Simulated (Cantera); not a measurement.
A perfectly stirred reactor is fed with CH₄ : H₂ : N₂ = 0.017 : 1 : 0.00013 (molar parts), at 97.5 Torr; it is held at 2398 K, and followed from long to short residence time.

Computed with Cantera and GRI-Mech 3.0 (53 species, 325 reactions). GRI-Mech 3.0 stops at C3 and has no aromatics, soot or wall deposition, so with more carbon than oxygen in the feed, carbon stays in small species such as C2H2 where larger ones or solid carbon would form.

Problem. What does this change do: temperature 2398 to 1348 K?

Solution. 
| quantity | before | after |
|---|---|---|
| x(CH₄) at τ = 7.90 s | 3.03e-5 | 0.0166 |
| x(H₂) at τ = 7.90 s | 0.949 | 0.983 |
| x(H) at τ = 7.90 s | 0.0428 | 5.98e-6 |
| x(C₂H₄) at τ = 7.90 s | 1.04e-6 | 9.39e-6 |
| x(CH₂) at τ = 7.90 s | 1.76e-6 | 8.08e-12 |
| x(CH₄) at τ = 57.0 ms | 0.000308 | 0.0167 |
| x(H₂) at τ = 57.0 ms | 0.955 | 0.983 |
| x(H) at τ = 57.0 ms | 0.0367 | 2.70e-6 |
| x(C₂H₄) at τ = 57.0 ms | 1.42e-6 | 3.73e-8 |
| x(CH₂) at τ = 57.0 ms | 1.27e-5 | 1.66e-12 |

Problem. What does this change do: temperature 2398 to 1600 K?

Solution. 
```csv
quantity,before,after
x(CH₄) at τ = 7.90 s,3.03e-5,0.00883
x(H₂) at τ = 7.90 s,0.949,0.987
x(H) at τ = 7.90 s,0.0428,0.000147
x(C₂H₄) at τ = 7.90 s,1.04e-6,5.66e-5
x(CH₂) at τ = 7.90 s,1.76e-6,3.67e-9
x(CH₄) at τ = 57.0 ms,0.000308,0.0165
x(H₂) at τ = 57.0 ms,0.955,0.983
x(H) at τ = 57.0 ms,0.0367,0.000129
x(C₂H₄) at τ = 57.0 ms,1.42e-6,8.74e-6
x(CH₂) at τ = 57.0 ms,1.27e-5,5.32e-9
```
